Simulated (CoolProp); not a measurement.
Vapour-liquid equilibrium of n-octane (1) + m-xylene (2) at 408.3 K; x and y are mole fractions of (1).

Model: multi-fluid Helmholtz-energy mixture model, Beckmüller 2019 and Zhou 2012; pair parameters Bell 2016, in CoolProp.

```csv
x,bubble pressure (MPa),y at the bubble point,dew pressure at overall composition x (MPa),liquid density (mol/L)
0.05,0.09367,0.075,0.09282,7.034
0.2,0.1009,(withheld),0.09818,6.699
0.35,0.1074,0.438,(withheld),(withheld)
0.5,0.1135,0.585,0.1100,6.100
0.65,0.1191,0.718,0.1163,5.831
0.8,0.1244,0.842,0.1226,5.580
0.95,0.1294,0.961,0.1289,(withheld)
```

Task: Complete the blanks.

Result: 
- 0.2, y at the bubble point: 0.271
- 0.35, dew pressure at overall composition x (MPa): 0.1039
- 0.35, liquid density (mol/L): 6.389
- 0.95, liquid density (mol/L): 5.345

No azeotrope shows between x = 0.05 and 0.95.

Pair parameters are fitted to limited data, so mixtures are less certain than the pure fluids.
